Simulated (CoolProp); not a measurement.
The numbers come from the reference Helmholtz-energy equation of state, Thol 2019 in CoolProp.

Q: For tetradecamethylhexasiloxane (MD4M), give the phase and the isothermal compressibility (1/MPa), expansivity (1/kK), fugacity coefficient at 344.8 K and 0.846 MPa; 359.1 K and 0.846 MPa.

A: 
- 344.8 K and 0.846 MPa: liquid; isothermal compressibility 0.00206, expansivity 1.14, fugacity coefficient 6.53e-5
- 359.1 K and 0.846 MPa: liquid; isothermal compressibility 0.00230, expansivity 1.17, fugacity coefficient 0.000176
